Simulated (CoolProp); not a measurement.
Vapour-liquid equilibrium of R134a (1) + dimethyl ether (2) at -34.15 °C; x and y are mole fractions of (1).

Computed with CoolProp (multi-fluid Helmholtz-energy mixture model, Tillner-Roth 1994 and Wu 2011; pair parameters Bell 2016).

| x | bubble pressure, mixture model (MPa) | bubble pressure, Raoult's law (MPa) | y, mixture model | y, Raoult's law |
|---|---|---|---|---|
| 0.05 | 0.06513 | 0.06630 | 0.037 | 0.052 |
| 0.15 | 0.06337 | 0.06658 | 0.124 | 0.155 |
| 0.25 | 0.06213 | 0.06687 | 0.227 | 0.258 |
| 0.35 | 0.06151 | 0.06715 | 0.341 | 0.360 |
| 0.45 | 0.06150 | 0.06744 | 0.459 | 0.460 |
| 0.55 | 0.06206 | 0.06772 | 0.577 | 0.560 |
| 0.65 | 0.06310 | 0.06800 | 0.688 | 0.660 |
| 0.75 | 0.06451 | 0.06829 | 0.790 | 0.758 |
| 0.85 | 0.06618 | 0.06857 | 0.881 | 0.855 |
| 0.95 | 0.06803 | 0.06886 | 0.963 | 0.952 |

The largest gap from Raoult's law is -8.8 % in bubble pressure, at x = 0.45. y crosses x between x = 0.35 and 0.45: the model has an azeotrope there.

The pair parameters rest on a limited set of measurements; away from them the model extrapolates.
